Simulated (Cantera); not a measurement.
A perfectly stirred reactor is fed with 19.2 % C2H6, 80.8 % N2, at 450 Torr; it is held at 1573 K, and followed from long to short residence time.

Computed with Cantera and GRI-Mech 3.0 (53 species, 325 reactions). GRI-Mech 3.0 stops at C3 and has no aromatics, soot or wall deposition, so with more carbon than oxygen in the feed, carbon stays in small species such as C2H2 where larger ones or solid carbon would form.

Question: Predict: x(C2H6) at τ = 0.570 s; x(HCN) at τ = 0.570 s; x(C2H) at τ = 0.570 s; x(CH3) at τ = 0.570 s; x(C2H4) at τ = 0.570 s; x(C2H6) at τ = 35.0 ms; x(HCN) at τ = 35.0 ms; x(C2H) at τ = 35.0 ms; x(CH3) at τ = 35.0 ms; x(C2H4) at τ = 35.0 ms.

Answer: 
```json
{
 "x(C2H6) at τ = 0.570 s": "0.000100",
 "x(HCN) at τ = 0.570 s": "9.18e-8",
 "x(C2H) at τ = 0.570 s": "6.09e-8",
 "x(CH3) at τ = 0.570 s": "0.000132",
 "x(C2H4) at τ = 0.570 s": "0.00304",
 "x(C2H6) at τ = 35.0 ms": "0.000867",
 "x(HCN) at τ = 35.0 ms": "8.08e-8",
 "x(C2H) at τ = 35.0 ms": "1.25e-7",
 "x(CH3) at τ = 35.0 ms": "0.000375",
 "x(C2H4) at τ = 35.0 ms": "0.00711"
}
```
